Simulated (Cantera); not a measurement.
A Cantera script and what it prints.

```python
import numpy as np
import cantera as ct

gas_names = """
    Si2C N2 SiC2
""".split()
cond_names = """
    C(gr) Si3N4(a) Si(cr) Si(L)
""".split()


def load(file, names, dense=False):
    # The tables refer to 1 bar. Condensed volumes are neglected.
    table = {s.name: s for s in ct.Species.list_from_file(file)}
    out = []
    for n in names:
        d = dict(table[n].input_data)
        d["thermo"] = dict(d["thermo"], **{"reference-pressure": 1e5})
        if dense:
            d["equation-of-state"] = {"model": "constant-volume", "density": "1e6 g/cm^3"}
        out.append(ct.Species.from_dict(d))
    return out


species = {s.name: s for s in load("nasa_gas.yaml", gas_names) + load("nasa_condensed.yaml", cond_names)}
# Each term lists the table entries of one substance; the one whose range holds T is used.
reactions = {
    '3 Si2C(g) + 4 N2(g) = 3 C + 2 Si3N4':
        [(-3, ['Si2C']), (-4, ['N2']), (3, ['C(gr)']), (2, ['Si3N4(a)'])],
    'SiC2(g) + 3 Si = 2 Si2C(g)':
        [(-1, ['SiC2']), (-3, ['Si(cr)', 'Si(L)']), (2, ['Si2C'])],
}


def pick(names, T):
    return next(species[n] for n in names if species[n].thermo.min_temp <= T <= species[n].thermo.max_temp)


results = []
for label, terms in reactions.items():
    print(label)
    print("     T/K   dH/kJ  dS/(J/K)   dG/kJ   log10 K")
    for T in [300, 1425, 1625, 1825, 2025, 2225]:
        used = [(nu, pick(names, T)) for nu, names in terms]
        dH = sum(nu * s.thermo.h(T) for nu, s in used) / 1e6
        dS = sum(nu * s.thermo.s(T) for nu, s in used) / 1e3
        dG = dH - T * dS / 1e3
        logK = -dG * 1e6 / (ct.gas_constant * T * np.log(10))
        results.append((label, T, dH, dS, dG, logK, [s.name for _, s in used]))
        print(f"{T:8g} {dH:8.1f} {dS:8.1f} {dG:8.1f} {logK:8.2f}")
```

Result:

```
3 Si2C(g) + 4 N2(g) = 3 C + 2 Si3N4
     T/K   dH/kJ  dS/(J/K)   dG/kJ   log10 K
     300  -3096.3  -1250.4  -2721.2   473.79
    1425  -3036.8  -1196.3  -1332.1    48.83
    1625  -3015.0  -1182.0  -1094.3    35.17
    1825  -2992.3  -1168.8   -859.2    24.59
    2025  -2969.2  -1156.8   -626.7    16.17
    2225  -2946.2  -1146.0   -396.4     9.31
SiC2(g) + 3 Si = 2 Si2C(g)
     T/K   dH/kJ  dS/(J/K)   dG/kJ   log10 K
     300    456.0    191.4    398.6   -69.41
    1425    434.5    163.7    201.2    -7.37
    1625    429.6    160.5    168.8    -5.42
    1825    274.6     68.8    149.0    -4.26
    2025    270.8     66.8    135.4    -3.49
    2225    267.1     65.1    122.2    -2.87
```

Cantera with NASA thermochemical tables; ideal gases at 1 bar, condensed phases pure. Condensed species are held in their standard states even where they would react or evaporate.
